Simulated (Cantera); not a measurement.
# Ammonia decomposition in nitride growth gas

A perfectly stirred reactor is fed with NH3 : H2 = 1 : 2 (molar parts), at 0.860 bar; it is held at 1825 K, and followed from long to short residence time.

Cantera simulation using the gas-phase N/H chemistry of the illustrative SiF4/NH3 mechanism in the Surface Chemkin manual (1991); the numbers are that mechanism's predictions, not measurements. Walls and surfaces, which speed up NH3 decomposition in real reactors, are not modelled.

| τ (s) | x NH3 | x H2 | x NH | x N2H4 | x NH2 | x N2 |
|---|---|---|---|---|---|---|
| 2.1 | 0.0763 | 0.827 | 1.24e-6 | 1.07e-8 | 7.52e-5 | 0.0963 |
| 1.0 | 0.116 | 0.802 | 1.54e-6 | 2.04e-8 | 0.000104 | 0.0815 |
| 0.47 | 0.167 | 0.770 | 1.84e-6 | 3.53e-8 | 0.000136 | 0.0621 |
| 0.22 | 0.222 | 0.736 | 2.08e-6 | 5.31e-8 | 0.000167 | 0.0416 |
| 0.10 | 0.269 | 0.706 | 2.24e-6 | 6.97e-8 | 0.000191 | 0.0239 |
| 0.047 | 0.299 | 0.688 | 2.32e-6 | 8.04e-8 | 0.000206 | 0.0127 |
| 0.022 | 0.316 | 0.677 | 2.34e-6 | 8.61e-8 | 0.000213 | 0.00628 |
| 0.010 | 0.325 | 0.671 | 2.32e-6 | 8.76e-8 | 0.000215 | 0.00287 |
| 0.0048 | 0.330 | 0.669 | 2.23e-6 | 8.52e-8 | 0.000212 | 0.00132 |
| 0.0022 | 0.332 | 0.667 | 2.02e-6 | 7.76e-8 | 0.000202 | 0.000535 |
x: mole fraction; the columns are a selection and need not sum to one.
